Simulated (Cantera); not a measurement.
Charge: 1 mol Al, 4.7 mol HCl, 11 mol N2, held at 1250 °C and 16.0 Pa.

Equilibrium computed with Cantera from the NASA thermochemical tables; the gas is ideal and each condensed phase is pure. Candidate condensed phases: Al, AlCl3, AlN, NH4Cl; 20 gas species. The tables' values for AlCl2 are old estimates; treat these amounts as uncertain. Kinetics and transport are ignored.

Base state: N2 0.702, HCl 0.166, H2 0.0667, AlCl3 0.0296, AlCl 0.0242, AlCl2 0.0100, Cl 0.000942, H 0.000472 (mole fractions); condensed: gas only.

### Question
What changes in the equilibrium state with this change: HCl from 4.7 to 0.96 mol?

### Answer
```csv
species,before,after
N2,0.702,0.885
AlCl,0.0242,0.0742
H2,0.0667,0.0375
HCl,0.166,0.00213
AlCl3,0.0296,2.65e-5
AlCl2,0.0100,0.000524
Al,3.92e-7,7.02e-5
Cl,0.000942,1.61e-5
"AlN(s), mol",0,0.0728
```
